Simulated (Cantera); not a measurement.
A closed system holds: 1 mol BN, 28 mol HCl, 7.2 mol H2, equilibrated at 752 °C and 20.0 mbar.

Method: chemical equilibrium by Gibbs-energy minimisation in Cantera with the NASA 1993 tables (ideal gas, pure condensed phases). Candidate condensed phases: B, BN, NH4Cl; 21 gas species. Gases not in the tables: BHCl2. Rates play no part.

Base state: HCl 0.794, H2 0.205, BCl3 0.000604, N2 0.000302 (mole fractions); condensed: BN(s).

What changes in the equilibrium state with this change: BN replaced by AlN?


```json
[
 {"species": "HCl", "before": "0.794", "after": "0.710"},
 {"species": "H2", "before": "0.205", "after": "0.247"},
 {"species": "AlCl3", "before": "0", "after": "0.0284"},
 {"species": "N2", "before": "0.000302", "after": "0.0142"},
 {"species": "BCl3", "before": "0.000604", "after": "0"},
 {"species": "BN(s), mol", "before": "0.979", "after": "0"}
]
```
Further candidate phases: Al, AlCl3, AlN.
